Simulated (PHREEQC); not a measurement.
# Reverse-osmosis reject: speciation

A made-up water analysis in mmol/kgw, 20 °C, pH 7.09:

| constituent | mmol/kgw |
|---|---|
| Na | 91.2 |
| K | 20.4 |
| Ca | 10 |
| Mg | 3.73 |
| Cl | 112 |
| S(6) | 9.02 |
| Alkalinity (meq/kgw) | 0.751 |
| Br | 1.05 |
| B | 3.74 |

Valence states are taken as typed.

Computed with PHREEQC (Pitzer model, pitzer.dat).

Precipitation was switched off in this run.

**Question.** What specific conductance does the model give?

**Answer.** specific conductance 12300 µS/cm.

**Question.** In which forms is C present?

**Answer.** HCO3- 87 %, CO2 13 % of the C.
